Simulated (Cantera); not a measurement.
A perfectly stirred reactor is fed with H2 : O2 = 0.067 : 1 (molar parts), equivalence ratio 0.034, at 1330 Pa; it is held at 973 K, and followed from long to short residence time.

Cantera simulation using the H2/O2 subset of GRI-Mech 3.0, which has no nitrogen chemistry; the numbers are that mechanism's predictions, not measurements. Radical loss at walls, strong at low pressure, is not modelled. The temperature is held fixed by assumption; the heat of reaction is taken as removed at once.

Predict: x(H2) at τ = 18.0 s; x(O2) at τ = 18.0 s; x(H) at τ = 18.0 s; x(O) at τ = 18.0 s; x(HO2) at τ = 18.0 s; x(H2) at τ = 0.130 s; x(O2) at τ = 0.130 s; x(H) at τ = 0.130 s; x(O) at τ = 0.130 s; x(HO2) at τ = 0.130 s.


```json
{
 "x(H2) at τ = 18.0 s": "0.000122",
 "x(O2) at τ = 18.0 s": "0.935",
 "x(H) at τ = 18.0 s": "9.08e-6",
 "x(O) at τ = 18.0 s": "0.000194",
 "x(HO2) at τ = 18.0 s": "1.49e-6",
 "x(H2) at τ = 0.130 s": "0.00205",
 "x(O2) at τ = 0.130 s": "0.931",
 "x(H) at τ = 0.130 s": "0.00113",
 "x(O) at τ = 0.130 s": "0.00367",
 "x(HO2) at τ = 0.130 s": "6.88e-6"
}
```
